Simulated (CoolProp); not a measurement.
The fluid at 293.15 K and 0.403 MPa is compressed adiabatically to 1.79 MPa with isentropic efficiency 1. The same conditions are run with several fluids, on thermodynamics alone (safety and materials aside).

Model: reference Helmholtz-energy equation of state of each fluid (hydrogen sulfide: Lemmon 2006; fluoroethane (R161): Wu 2012; C3F8 (R218): Lemmon 2006; dry air: Lemmon 2000; R507A: Lemmon 2003), in CoolProp. Blends and air are pseudo-pure fits.

### Question
Rank hydrogen sulfide, fluoroethane (R161), C3F8 (R218), dry air, R507A by work (kJ/kg), highest first.

### Answer
dry air (157), hydrogen sulfide (124), fluoroethane (R161) (75.7), R507A (35.1), C3F8 (R218) (16.3)

```
fluid                final temperature (K)  final density (kg/m³)
-------------------  ---------------------  ---------------------
hydrogen sulfide                     421.9                   18.2
fluoroethane (R161)                  366.0                   33.4
C3F8 (R218)                          332.7                    192
dry air                              448.5                   13.8
R507A                                347.5                   75.7
```
